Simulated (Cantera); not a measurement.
Input: 1 mol Si3N4, 0.043 mol CO2, 51 mol H2, equilibrated at 0.133 bar.

Cantera equilibrium calculation (NASA polynomials, part measured and part estimated; ideal gas, pure solids and liquids). Candidate condensed phases: C, C6H6, C7H8, C8H18, H2O, Si, SiC, SiO2, Si2N2O, Si3N4; 151 gas species. Mutual solubility and eutectic melting of coexisting phases are not modelled. Gases not in the tables: Si2H6 and higher silanes. Equilibrium is a limit: real reactors are often held back by kinetics, nucleation or transport.

Which condensed phases are stable at each of these points (T (K)): 1098, 1173, 1248, 1323, 1398, 1473, 1548, 1623, 1698, 1773, 1848, 1923?


```tsv
T (K)	condensed phases	Si condensed (%)
1098	Si2N2O(s) + Si3N4(s)	100.0
1173	Si2N2O(s) + Si3N4(s)	100.0
1248	SiC(s) + Si2N2O(s) + Si3N4(s)	100.0
1323	SiC(s) + Si2N2O(s) + Si3N4(s)	100.0
1398	SiC(s) + Si2N2O(s) + Si3N4(s)	100.0
1473	SiC(s) + Si2N2O(s) + Si3N4(s)	100.0
1548	SiC(s) + Si2N2O(s) + Si3N4(s)	100.0
1623	Si(s) + SiC(s) + Si2N2O(s) + Si3N4(s)	99.8
1698	Si(l) + SiC(s) + Si2N2O(s) + Si3N4(s)	99.2
1773	Si(l) + SiC(s)	97.3
1848	Si(l) + SiC(s)	97.3
1923	Si(l) + SiC(s)	97.2
```

From 1098 K to 1173 K the condensed part is Si2N2O(s) + Si3N4(s). From 1248 K to 1548 K the condensed part is SiC(s) + Si2N2O(s) + Si3N4(s). At 1623 K the condensed part is Si(s) + SiC(s) + Si2N2O(s) + Si3N4(s). At 1698 K the condensed part is Si(l) + SiC(s) + Si2N2O(s) + Si3N4(s). From 1773 K to 1923 K the condensed part is Si(l) + SiC(s).
